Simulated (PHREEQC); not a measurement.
# Metal-bearing waste water: speciation

Dissolve 1.6 mmol/kgw CuSO4, 140 mmol/kgw ZnCl2 and 1.1 mmol/kgw HCl at 60 °C. Closed to the air; pH follows from the charge balance.

The numbers come from PHREEQC with the ion-association model, phreeqc.dat.

This is a speciation only: nothing precipitates in the calculation.

Estimate the pH.

pH 3.09.

In which forms is Zn present?

Zn+2 61 %, ZnCl+ 33 %, ZnCl2 3.6 %, ZnCl3- 1.1 %, ZnSO4 0.6 % of the Zn.

Species that the database lacks are ignored. Away from 25 °C the constants follow the database's enthalpies or fits; those with neither stay at their 25 °C values.
